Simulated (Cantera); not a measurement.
A perfectly stirred reactor is fed with 67.1 % H₂, 14.3 % O₂, 18.6 % N₂, equivalence ratio 2.4, at 100000 Pa; it is held at 850 K, and followed from long to short residence time.

Model: GRI-Mech 3.0 (53 species, 325 reactions), integrated in Cantera. Below about 950 K walls govern HO2 and H2O2 in real vessels. The temperature is held fixed by assumption; the heat of reaction is taken as removed at once.

Problem. Predict: x(H₂) at τ = 12.0 s; x(O₂) at τ = 12.0 s; x(H₂O₂) at τ = 12.0 s; x(H) at τ = 12.0 s; x(H₂O) at τ = 12.0 s; x(H₂) at τ = 75.0 ms; x(O₂) at τ = 75.0 ms; x(H₂O₂) at τ = 75.0 ms; x(H) at τ = 75.0 ms; x(H₂O) at τ = 75.0 ms.

Solution. 
- x(H₂) at τ = 12.0 s: 0.561
- x(O₂) at τ = 12.0 s: 0.0706
- x(H₂O₂) at τ = 12.0 s: 0.00110
- x(H) at τ = 12.0 s: 4.72e-8
- x(H₂O) at τ = 12.0 s: 0.166
- x(H₂) at τ = 75.0 ms: 0.671
- x(O₂) at τ = 75.0 ms: 0.143
- x(H₂O₂) at τ = 75.0 ms: 1.16e-5
- x(H) at τ = 75.0 ms: 1.29e-9
- x(H₂O) at τ = 75.0 ms: 1.05e-5
